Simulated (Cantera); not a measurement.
An isothermal, constant-pressure homogeneous reactor starts with NO : N2 = 1 : 18 (molar parts), at 2025 K and 0.260 bar.

Computed with Cantera and GRI-Mech 3.0 (53 species, 325 reactions).

Q: Predict: x(NO) at 7.00 s; x(N2O) at 7.00 s; x(NO2) at 7.00 s; x(O) at 7.00 s; x(N2) at 7.00 s.

A: 
| Item | Result |
|---|---|
| x(NO) at 7.00 s | 0.0184 (gas-phase equilibrium 0.00313) |
| x(N2O) at 7.00 s | 2.31e-7 (gas-phase equilibrium 9.95e-8) |
| x(NO2) at 7.00 s | 4.45e-6 (gas-phase equilibrium 9.03e-7) |
| x(O) at 7.00 s | 0.000210 (gas-phase equilibrium 0.000250) |
| x(N2) at 7.00 s | 0.964 (gas-phase equilibrium 0.972) |
